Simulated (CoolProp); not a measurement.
Saturation properties of sulfur hexafluoride.

The numbers come from the reference Helmholtz-energy equation of state, Guder 2009 in CoolProp.

```
T (K)  p (MPa)  liquid density (kg/m³)  liquid viscosity (µPa s)  liquid conductivity (mW/(m K))
-----  -------  ----------------------  ------------------------  ------------------------------
233.4   0.3441                    1796                       355                            73.9
238.5   0.4167                    1769                       328                            72.4
243.5   0.4984                    1742                       303                            71.0
248.6   0.5936                    1713                       279                            69.5
253.7   0.7017                    1684                       257                            67.9
258.7   0.8212                    1654                       236                            66.4
263.8   0.9581                    1621                       217                            64.8
268.9    1.111                    1588                       199                            63.1
273.9    1.278                    1553                       182                            61.5
279      1.466                    1515                       167                            59.7
284      1.670                    1475                       153                            58.0
289.1    1.900                    1431                       139                            56.2
```

Viscosity comes from a separate model (Quiñones-Cisneros 2012). Thermal conductivity comes from a separate model (Assael 2012).
